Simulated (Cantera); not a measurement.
A freely propagating, adiabatic, planar premixed flame of CH4 : H2 : O2 : N2 = 1 : 1.1 : 2.12 : 9.56 (molar parts), unburnt at 523 K and 500000 Pa; mixture-averaged transport, grid criteria slope 0.08 and curve 0.16, no radiation.

Model: GRI-Mech 3.0 (53 species, 325 reactions), integrated in Cantera. Burning velocities carry a grid error of a few per cent, more on coarse grids.

x: mole fraction of selected species; z is measured from the peak of heat release.

```
z (mm)   T (K)  u (m/s)     x CH4    x H2      x O2  x CH2CO      x CO     x H2O
-------  -----  -------  --------  ------  --------  -------  --------  --------
-0.336     524    0.570    0.0727  0.0777     0.154    <1e-8   6.46e-6  0.000109
-0.224     531    0.576    0.0727  0.0741     0.154        ?   7.79e-5  0.000976
-0.168     550    0.594    0.0723  0.0698     0.154        ?  0.000328   0.00347
-0.112     654    0.703    0.0681  0.0618     0.149        ?   0.00225    0.0171
-0.0561   1095     1.18    0.0469  0.0499     0.114        ?    0.0139    0.0714
-0.0280   1491     1.62    0.0260  0.0438    0.0760        ?    0.0271     0.118
0         1851     2.02   0.00704  0.0373    0.0348        ?    0.0395     0.162
0.0280    2017     2.20  0.000785  0.0313    0.0118        ?    0.0408     0.184
0.0561    2070     2.25   6.09e-5  0.0288   0.00425        ?    0.0370     0.189
0.112     2113     2.29   6.01e-7  0.0285   0.00131        ?    0.0329     0.191
0.224     2149     2.32     <1e-8  0.0287  0.000510    <1e-8    0.0316     0.193
0.449     2174     2.35     <1e-8  0.0286  0.000173    <1e-8    0.0315     0.195
0.897     2186     2.36     <1e-8  0.0286   5.10e-5    <1e-8    0.0316     0.196
```

**Question.** Some entries are withheld; supply them.

**Answer.** 
- -0.224, x CH2CO: 4.06e-8
- -0.168, x CH2CO: 2.43e-7
- -0.112, x CH2CO: 3.33e-6
- -0.0561, x CH2CO: 4.37e-5
- -0.0280, x CH2CO: 0.000114
- 0, x CH2CO: 0.000103
- 0.0280, x CH2CO: 1.69e-5
- 0.0561, x CH2CO: 1.35e-6
- 0.112, x CH2CO: 1.88e-8
